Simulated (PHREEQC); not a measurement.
## Acid mine or pickling water: speciation

Model water analysis in mg/kgw, 20 °C, pH 2.32, pe 8.3: Na 26.5; K 106; Ca 60.9; Mg 8.06; Cl 12.9; S(6) as SO4 944; O(0) (dissolved oxygen) 0.639; Al 35; Zn 4.07.

Valence states are taken as typed.

The numbers come from PHREEQC with the ion-association model, phreeqc.dat.

No solid was allowed to form.

What ionic strength, charge-balance error does the model give?

ionic strength 0.0227 mol/kgw; charge-balance error -4.5 %.

In which forms is Mg present?

Mg+2 70 %, MgSO4 30 % of the Mg.

Species that the database lacks are ignored.
